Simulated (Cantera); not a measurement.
A perfectly stirred reactor is fed with 33.7 % H2, 34.7 % O2, 31.6 % N2, at 45000 Pa; it is held at 1300 K, and followed from long to short residence time.

Computed with Cantera and the H2/O2 subset of GRI-Mech 3.0, which has no nitrogen chemistry. The temperature is held fixed by assumption; the heat of reaction is taken as removed at once.

One state of this run: x H2 = 0.000445; x O2 = 0.215; x H = 1.50e-5; x O = 9.20e-5; x OH = 0.000635; x HO2 = 1.64e-5. x: mole fraction; the columns are a selection and need not sum to one.

Question: Which value of τ (s) does it belong to?
(A) 0.16
(B) 0.39
(C) 0.00087
(D) 0.028

Answer: A, 0.16
